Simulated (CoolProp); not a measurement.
Properties of sulfur dioxide along the isobar 839 kPa (Tc = 430.6 K, pc = 7887 kPa, ω = 0.256).

Values from CoolProp's reference Helmholtz-energy equation of state, Gao 2016.

| T (K) | phase | density (kg/m³) | cp (kJ/(kg K)) | cv (kJ/(kg K)) | Joule-Thomson coefficient (K/MPa) | isothermal compressibility (1/MPa) |
|---|---|---|---|---|---|---|
| 220.5 | liquid | 1571 | 1.366 | 0.8520 | -0.3016 | 0.0006985 |
| 235.6 | liquid | 1533 | 1.359 | 0.8390 | -0.2933 | 0.0008047 |
| 250.6 | liquid | 1495 | 1.357 | 0.8290 | -0.2809 | 0.0009337 |
| 265.7 | liquid | 1456 | 1.361 | 0.8212 | -0.2633 | 0.001096 |
| 280.7 | liquid | 1416 | 1.371 | 0.8154 | -0.2391 | 0.001301 |
| 295.7 | liquid | 1375 | 1.388 | 0.8112 | -0.2062 | 0.001571 |
| 310.8 | liquid | 1331 | 1.413 | 0.8082 | -0.1611 | 0.001942 |
| 325.8 | gas | 22.30 | 0.8308 | 0.5950 | 28.39 | 1.359 |
| 340.9 | gas | 20.87 | 0.7940 | 0.5836 | 24.60 | 1.324 |
| 355.9 | gas | 19.68 | 0.7704 | 0.5770 | 21.53 | 1.299 |
| 371 | gas | 18.65 | 0.7551 | 0.5739 | 18.98 | 1.281 |
| 386 | gas | 17.75 | 0.7457 | 0.5733 | 16.88 | 1.267 |
| 401.1 | gas | 16.95 | 0.7404 | 0.5746 | 15.12 | 1.256 |
| 416.1 | gas | 16.23 | 0.7380 | 0.5773 | 13.64 | 1.247 |
